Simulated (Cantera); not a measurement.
An adiabatic, constant-volume homogeneous reactor starts with H₂ : O₂ : N₂ : H₂O = 1 : 0.312 : 1.17 : 0.12 (molar parts), equivalence ratio 1.6, at 1425 K and 5.00 bar. Integrator tolerance rtol = 1e-08.

Model: GRI-Mech 3.0 (53 species, 325 reactions), integrated in Cantera. The hydrogen kinetics of GRI-Mech 3.0 are dated; newer H2 mechanisms differ, most at raised pressure. Above 3000 K some thermodynamic fits are extrapolated.

```tsv
quantity	before	after
time of steepest temperature rise	4.10 µs	3.29 µs
temperature at 9.00 s	3065 K	3216 K
equilibrium temperature	3065 K	3216 K
x(H₂) at 9.00 s	0.162 (gas-phase equilibrium 0.162)	0.0931 (gas-phase equilibrium 0.0931)
x(O₂) at 9.00 s	0.00106 (gas-phase equilibrium 0.00106)	0.0102 (gas-phase equilibrium 0.0102)
x(H₂O) at 9.00 s	0.295 (gas-phase equilibrium 0.295)	0.334 (gas-phase equilibrium 0.334)
x(H₂O₂) at 9.00 s	5.70e-7 (gas-phase equilibrium 5.70e-7)	2.51e-6 (gas-phase equilibrium 2.51e-6)
x(OH) at 9.00 s	0.0158 (gas-phase equilibrium 0.0158)	0.0396 (gas-phase equilibrium 0.0396)
x(NO) at 9.00 s	0.00292 (gas-phase equilibrium 0.00292)	0.0105 (gas-phase equilibrium 0.0105)
```

Problem. What was changed between the two runs?
A) constant pressure in place of constant volume
B) initial temperature 1425 to 1350 K
C) O2 0.312 to 0.44 parts
D) initial temperature 1425 to 1275 K

Solution. C, O2 0.312 to 0.44 parts
